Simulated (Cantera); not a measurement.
A perfectly stirred reactor is fed with CO : O2 : H2O : N2 = 0.0084 : 0.053 : 0.0035 : 1 (molar parts), equivalence ratio 0.079, at 2400 Torr; it is held at 1473 K, and followed from long to short residence time.

Computed with Cantera and GRI-Mech 3.0 (53 species, 325 reactions).

x: mole fraction; the columns are a selection and need not sum to one.

```json
[
 {"τ (s)": "5.1", "x CO": "1.25e-5", "x O2": "0.0460", "x H2O": "0.00329", "x NO": "2.44e-6", "x H": "…", "x H2O2": "1.20e-9", "x N2O": "3.71e-7"},
 {"τ (s)": "1.5", "x CO": "2.99e-5", "x O2": "0.0460", "x H2O": "0.00329", "x NO": "2.69e-6", "x H": "…", "x H2O2": "2.34e-9", "x N2O": "7.21e-7"},
 {"τ (s)": "0.42", "x CO": "7.32e-5", "x O2": "0.0460", "x H2O": "0.00329", "x NO": "3.06e-6", "x H": "…", "x H2O2": "4.71e-9", "x N2O": "1.38e-6"},
 {"τ (s)": "0.12", "x CO": "0.000175", "x O2": "0.0461", "x H2O": "0.00328", "x NO": "3.22e-6", "x H": "…", "x H2O2": "9.33e-9", "x N2O": "2.31e-6"},
 {"τ (s)": "0.035", "x CO": "0.000405", "x O2": "0.0462", "x H2O": "0.00327", "x NO": "2.81e-6", "x H": "…", "x H2O2": "1.79e-8", "x N2O": "3.08e-6"},
 {"τ (s)": "0.010", "x CO": "0.000923", "x O2": "0.0464", "x H2O": "0.00325", "x NO": "1.91e-6", "x H": "…", "x H2O2": "3.32e-8", "x N2O": "3.21e-6"},
 {"τ (s)": "0.0029", "x CO": "0.00196", "x O2": "0.0468", "x H2O": "0.00323", "x NO": "1.04e-6", "x H": "…", "x H2O2": "5.60e-8", "x N2O": "2.69e-6"},
 {"τ (s)": "0.00083", "x CO": "0.00375", "x O2": "0.0476", "x H2O": "0.00320", "x NO": "4.24e-7", "x H": "…", "x H2O2": "8.04e-8", "x N2O": "1.83e-6"},
 {"τ (s)": "0.00024", "x CO": "0.00594", "x O2": "0.0486", "x H2O": "0.00319", "x NO": "9.48e-8", "x H": "…", "x H2O2": "8.37e-8", "x N2O": "8.46e-7"}
]
```

Question: What belongs in the gaps?

Answer: 
- 5.1, x H: 1.16e-8
- 1.5, x H: 3.43e-8
- 0.42, x H: 1.10e-7
- 0.12, x H: 3.50e-7
- 0.035, x H: 1.10e-6
- 0.010, x H: 3.38e-6
- 0.0029, x H: 9.29e-6
- 0.00083, x H: 2.04e-5
- 0.00024, x H: 2.63e-5
